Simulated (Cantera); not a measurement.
An isothermal, constant-pressure homogeneous reactor starts with NO : N2 = 1 : 0.37 (molar parts), at 1648 K and 1330 Pa.

Detailed kinetics in Cantera: GRI-Mech 3.0 (53 species, 325 reactions). Radical loss at walls, strong at low pressure, is not modelled.

Problem. Predict: x(NO) at 70.0 s; x(O2) at 70.0 s; x(N2O) at 70.0 s; x(NO2) at 70.0 s; x(O) at 70.0 s.

Solution. 
```json
{
 "x(NO) at 70.0 s": "0.674 (gas-phase equilibrium 0.00280)",
 "x(O2) at 70.0 s": "0.0277 (gas-phase equilibrium 0.363)",
 "x(N2O) at 70.0 s": "0.000140 (gas-phase equilibrium 1.71e-8)",
 "x(NO2) at 70.0 s": "9.18e-5 (gas-phase equilibrium 1.51e-6)",
 "x(O) at 70.0 s": "4.72e-5 (gas-phase equilibrium 0.000133)"
}
```
